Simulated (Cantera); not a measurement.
Premixed flame

A freely propagating, adiabatic, planar premixed flame of CH4 : C2H6 : C3H8 : O2 : N2 = 1 : 0.068 : 0.075 : 3.48 : 16 (molar parts), unburnt at 700 K and 10.0 bar; mixture-averaged transport, grid criteria slope 0.08 and curve 0.16, no radiation.

Detailed kinetics in Cantera: GRI-Mech 3.0 (53 species, 325 reactions). Burning velocities carry a grid error of a few per cent, more on coarse grids.

```tsv
z (mm)	T (K)	u (m/s)	x CH4	x C2H6	x C3H8	x C2H4	x C2H2	x CO2
-0.265	702	0.393	0.0483	0.00329	0.00363	1.57e-6	5.49e-8	8.98e-6
-0.177	711	0.399	0.0478	0.00328	0.00363	1.23e-5	4.22e-7	7.33e-5
-0.133	735	0.413	0.0466	0.00325	0.00361	5.06e-5	1.71e-6	0.000311
-0.0884	829	0.467	0.0421	0.00306	0.00346	0.000259	8.63e-6	0.00168
-0.0442	1157	0.657	0.0275	0.00204	0.00220	0.00122	4.42e-5	0.00924
-0.0221	1462	0.835	0.0142	0.000876	0.000647	0.00158	8.96e-5	0.0192
0	1769	1.01	0.00257	4.41e-5	7.87e-6	0.000368	8.97e-5	0.0346
0.0221	1910	1.09	8.64e-5	4.33e-8	<1e-8	5.24e-6	5.04e-6	0.0486
0.0442	1970	1.12	1.88e-6	<1e-8	<1e-8	4.05e-8	9.23e-8	0.0561
0.0884	2021	1.14	<1e-8	<1e-8	<1e-8	<1e-8	<1e-8	0.0617
0.177	2048	1.15	<1e-8	<1e-8	<1e-8	<1e-8	<1e-8	0.0642
0.354	2057	1.16	<1e-8	<1e-8	<1e-8	<1e-8	<1e-8	0.0649
0.707	2058	1.16	<1e-8	<1e-8	<1e-8	<1e-8	<1e-8	0.0650
```
x: mole fraction of selected species; z is measured from the peak of heat release.

| Item | Value |
|---|---|
| laminar burning velocity | 39.2 cm/s |
| thermal thickness | 0.0884 mm |
| peak x(C2H4) | 0.00162 |
| peak x(C2H2) | 0.000114 |
| grid points | 141 |
